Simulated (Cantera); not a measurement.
A closed system holds: 1 mol CF4, 0.65 mol HCl, 0.16 mol H2, at 3.60 Pa.

Equilibrium computed with Cantera from the NASA thermochemical tables; the gas is ideal and each condensed phase is pure. Candidate condensed phases: C, C6H6, C7H8, C8H18; 118 gas species. Gases not in the tables: C2F6 and larger saturated fluorocarbons. Rates play no part.

Problem. At 950 K, list the 6 most abundant gas species with their mole fractions, and the condensed phases.

Solution. CF4 0.409, HF 0.360, HCl 0.125, Cl2 0.0943, Cl 0.00905, CClF3 0.00226. Condensed: C(graphite).
